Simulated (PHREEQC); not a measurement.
Dissolve 0.0048 mol TMAH, 3.2e-05 mol H3BO3 and 4.4e-05 mol Na2CO3 per kg of water at 51 °C. Closed to the air; pH follows from the charge balance.

The numbers come from PHREEQC with the ion-association model, phreeqc.dat.

Precipitation was switched off in this run.

**Question.** Estimate the pH.

**Answer.** pH 10.88.

**Question.** In which forms is B present?

**Answer.** H2BO3- 99 %, H3BO3 1.3 % of the B.

Complexes and solids missing from the database can't appear. (CH3)4N+ isn't in the database: it is added as a free cation with an ion size of 4 Å. At this temperature some constants are extrapolated from 25 °C, and those without enthalpy data are left unchanged.
